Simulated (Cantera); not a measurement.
Equilibrium for silicon etching in halogen gases: Si + HCl + H₂ + NF₃

Charge: 1 mol Si, 12 mol HCl, 0.26 mol H₂, 7.1 mol NF₃, at 5.50 mbar.

Cantera equilibrium calculation (NASA polynomials, part measured and part estimated; ideal gas, pure solids and liquids). Candidate condensed phases: NH₄Cl, Si, Si₃N₄; 49 gas species. Rates play no part.

```csv
T (K),x HF,x Cl,x ClF,x Cl₂,x N₂,x F,x SiF₄
775,0.492,2.61e-5,0.188,0.142,0.139,8.53e-6,0.0393
875,0.492,0.000234,0.188,0.142,0.139,8.91e-5,0.0393
975,0.491,0.00134,0.187,0.141,0.139,0.000577,0.0392
1075,0.490,0.00556,0.184,0.140,0.139,0.00263,0.0391
1175,0.485,0.0180,0.176,0.135,0.138,0.00908,0.0387
1275,0.474,0.0472,0.157,0.125,0.134,0.0245,0.0379
1375,0.454,0.102,0.121,0.106,0.129,0.0518,0.0362
1475,0.426,0.182,0.0767,0.0749,0.121,0.0859,0.0340
1575,0.399,0.261,0.0382,0.0419,0.113,0.114,0.0319
1675,0.383,0.313,0.0159,0.0190,0.109,0.130,0.0306
```
x: gas mole fraction; nothing condenses.

From 775 K to 1675 K nothing is condensed. The main Si-bearing gas is SiF₄ throughout.
